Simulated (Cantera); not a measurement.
What does this Cantera script print?

```python
import numpy as np
import cantera as ct

gas = ct.Solution("h2o2.yaml")
gas.TPX = 675, 190000, {'H2': 1, 'O2': 0.794, 'N2': 3.02}
flame = ct.FreeFlame(gas, width=0.026)
flame.set_refine_criteria(ratio=3, slope=0.08, curve=0.16)
flame.transport_model = "unity-Lewis-number"
flame.solve(loglevel=0, auto=True)
z, T = flame.grid, flame.T
thick = (T[-1] - T[0]) / np.gradient(T, z).max()
show = ['H2', 'O2', 'H2O2', 'H2O', 'H', 'O']
print(f"laminar burning velocity  {flame.velocity[0] * 100:.3f} cm/s")
print(f"burnt temperature         {T[-1]:.1f} K")
print(f"thermal thickness         {thick * 1e3:.4f} mm")
print(f"grid points               {len(z)}")
z0 = z[flame.heat_release_rate.argmax()]
print(f"{'z/mm':>9s}{'T/K':>9s}{'u/(m/s)':>9s}" + "".join(f"{s:>11s}" for s in show))
rows = []
for k in (-3, -2, -1.5, -1, -0.5, -0.25, 0, 0.25, 0.5, 1, 2, 4, 8):
    zz = z0 + k * thick
    rows.append([k * thick, np.interp(zz, z, T), np.interp(zz, z, flame.velocity),
                 *(np.interp(zz, z, flame.X[gas.species_index(s)]) for s in show)])
    print(f"{rows[-1][0] * 1e3:9.3f}{rows[-1][1]:9.1f}{rows[-1][2]:9.3f}" + "".join(f"{x:11.3e}" for x in rows[-1][3:]))
```

Result:

```
laminar burning velocity  464.954 cm/s
burnt temperature         2180.3 K
thermal thickness         0.1453 mm
grid points               114
     z/mm      T/K  u/(m/s)         H2         O2       H2O2        H2O          H          O
   -0.436    675.0    4.650  2.077e-01  1.649e-01  4.376e-10  2.737e-07  4.126e-13  2.566e-12
   -0.291    675.1    4.650  2.077e-01  1.649e-01  1.061e-08  6.649e-06  6.726e-11  4.236e-10
   -0.218    675.3    4.652  2.077e-01  1.649e-01  6.600e-08  4.156e-05  1.647e-09  1.002e-08
   -0.145    678.0    4.669  2.074e-01  1.648e-01  5.829e-07  3.786e-04  7.170e-08  2.999e-07
   -0.073    751.0    5.148  1.987e-01  1.605e-01  9.002e-06  9.820e-03  1.434e-04  4.945e-05
   -0.036    994.1    6.708  1.626e-01  1.439e-01  1.435e-05  4.665e-02  4.328e-03  8.958e-04
    0.000   1355.6    8.928  8.329e-02  1.065e-01  9.491e-06  1.202e-01  2.226e-02  6.361e-03
    0.036   1598.9   10.345  3.207e-02  7.885e-02  4.441e-06  1.696e-01  2.787e-02  1.272e-02
    0.073   1731.2   11.087  1.954e-02  7.077e-02  2.561e-06  1.863e-01  2.174e-02  1.342e-02
    0.145   1870.8   11.849  1.396e-02  6.771e-02  1.402e-06  1.983e-01  1.278e-02  1.047e-02
    0.291   1993.4   12.504  9.310e-03  6.648e-02  8.361e-07  2.090e-01  6.031e-03  6.669e-03
    0.581   2085.2   12.986  5.160e-03  6.611e-02  5.362e-07  2.179e-01  2.245e-03  3.563e-03
    1.162   2141.8   13.281  2.407e-03  6.637e-02  3.599e-07  2.240e-01  6.752e-04  1.636e-03
```

Detailed kinetics in Cantera: the H2/O2 subset of GRI-Mech 3.0, which has no nitrogen chemistry. Unity Lewis numbers drop preferential diffusion, which matters most where H2 and H carry the flame. Burning velocities carry a grid error of a few per cent, more on coarse grids. Lean hydrogen flames are cellular in practice and burn faster than this planar one.
